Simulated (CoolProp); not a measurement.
A Linde-Hampson liquefier for methane: isothermal reversible compression at 250 K from 1 atm to 20 MPa, throttling to 1 atm, return gas leaving the recuperator 10 K below the feed. Each further row changes one setting.

Computed with CoolProp (reference Helmholtz-energy equation of state, Setzmann 1991).

```tsv
case	liquid yield per pass	compression work (kJ/kg of gas)
as stated	0.307	613
high pressure 40 MPa	___	688
warm-end temperature 280 K	___	___
warm-end gap 15 K	___	613
```

**Question.** Complete the blanks.

**Answer.** 
- high pressure 40 MPa, liquid yield per pass: 0.338
- warm-end temperature 280 K, liquid yield per pass: 0.219
- warm-end temperature 280 K, compression work (kJ/kg of gas): 714
- warm-end gap 15 K, liquid yield per pass: 0.298
